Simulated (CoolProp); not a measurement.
Properties of C2F6 (R116) at several states.

Values from CoolProp's reference Helmholtz-energy equation of state, Lemmon 2006. It is a short technical equation, of lower accuracy than the large ones.

```
T (°C)  p (kPa)   phase  cp (kJ/(kg K))  speed of sound (m/s)  expansivity (1/kK)  viscosity (µPa s)  fugacity coefficient
------  -------  ------  --------------  --------------------  ------------------  -----------------  --------------------
8.75        406     gas          0.7704                 130.0               4.251               13.3                0.9498
-19.95     12.1     gas          0.6972                 129.0               3.978               12.0                0.9979
-15.45     2750  liquid           1.163                 314.0               5.350                156                0.3765
```

Viscosity comes from a separate model (Huber 2003), an estimate that may be off by 10 % or more.
